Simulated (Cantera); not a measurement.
**CaCO₃ + CO₂ + H₂ (calcination and drying)**

Input: 1 mol CaCO₃, 0.56 mol CO₂, 0.97 mol H₂, equilibrated at 923.15 K and 1.20 bar.

These are equilibrium values from Cantera (NASA tables, ideal gas, pure condensed phases), not measurements of a reactor. Candidate condensed phases: C, C₆H₆, C₇H₈, C₈H₁₈, Ca, CaCO₃, CaO, Ca(OH)₂, H₂O; 115 gas species. Kinetics and transport are ignored.

```
Property                                   Result
--------------------------------------  ---------
x(H₂)                                       0.397
x(H₂O)                                      0.219
x(CO₂)                                      0.190
x(CO)                                       0.169
x(CH₄)                                     0.0249
n(CaCO₃(calcite))                        1.00 mol
gas amount                              1.457 mol
log10 activity of C(graphite) (absent)      -0.25
log10 activity of Ca(OH)₂(s) (absent)       -2.85
log10 activity of Ca(s) (absent)           -20.40
```
